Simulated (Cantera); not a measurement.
An isothermal, constant-pressure homogeneous reactor starts with 32.3 % C₂H₆, 67.7 % H₂, at 1350 K and 1600 Pa.

Detailed kinetics in Cantera: GRI-Mech 3.0 (53 species, 325 reactions). GRI-Mech 3.0 stops at C3 and has no aromatics, soot or wall deposition, so with more carbon than oxygen in the feed, carbon stays in small species such as C2H2 where larger ones or solid carbon would form. Radical loss at walls, strong at low pressure, is not modelled.

Question: Predict: x(C₂H₆) at 90.0 s; x(H₂) at 90.0 s; x(CH₃) at 90.0 s; x(C₂H₄) at 90.0 s.

Answer: 
```
Quantity                                            Result
-----------------  ---------------------------------------
x(C₂H₆) at 90.0 s  7.20e-6 (gas-phase equilibrium 1.35e-6)
x(H₂) at 90.0 s        0.716 (gas-phase equilibrium 0.786)
x(CH₃) at 90.0 s   3.26e-5 (gas-phase equilibrium 1.04e-5)
x(C₂H₄) at 90.0 s  0.00281 (gas-phase equilibrium 0.00349)
```
